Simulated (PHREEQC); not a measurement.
Dissolve 0.13 mol/kgw MgCl2, 3.4e-05 mol/kgw NaHCO3 and 0.0014 mol/kgw NaCl at 25 °C. Closed to the air; pH follows from the charge balance.

Model: ion-association model, phreeqc.dat, run in PHREEQC.

```csv
quantity,before,after
pH,7.07,7.41
SI of Halite (NaCl),-5.31,-5.89
```

Problem. What was changed between the two runs?
(A) MgCl2 replaced by (CH3)4NCl at the same molality
(B) NaCl left out
(C) NaHCO3 left out
(D) temperature from 25 to 90 °C
(E) MgCl2 from 0.13 to 0.026 mol/kgw

Solution. E, MgCl2 from 0.13 to 0.026 mol/kgw

Precipitation was switched off in this run.
